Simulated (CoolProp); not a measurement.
Saturation properties of acetone.

Values from CoolProp's reference Helmholtz-energy equation of state, Lemmon 2006. It is a short technical equation, of lower accuracy than the large ones.

| T (°C) | p (kPa) | vapour density (kg/m³) | liquid cp (kJ/(kg K)) | surface tension (mN/m) |
|---|---|---|---|---|
| 68.55 | 152.5 | 3.339 | 2.270 | 17.3 |
| 72.25 | 171.0 | 3.723 | 2.283 | 16.9 |
| 75.85 | 190.7 | 4.130 | 2.295 | 16.5 |
| 79.55 | 212.7 | 4.584 | 2.309 | 16.0 |
| 83.15 | 235.9 | 5.064 | 2.322 | 15.6 |
| 86.85 | 261.9 | 5.597 | 2.336 | 15.1 |
| 90.45 | 289.2 | 6.158 | 2.350 | 14.7 |
| 94.05 | 318.6 | 6.763 | 2.365 | 14.3 |
| 97.75 | 351.2 | 7.433 | 2.380 | 13.9 |
| 101.35 | 385.4 | 8.136 | 2.395 | 13.4 |
| 105.05 | 423.1 | 8.913 | 2.412 | 13.0 |

It boils at 56.1 °C under 1 atm.

Surface tension comes from a separate correlation (Mulero 2012).
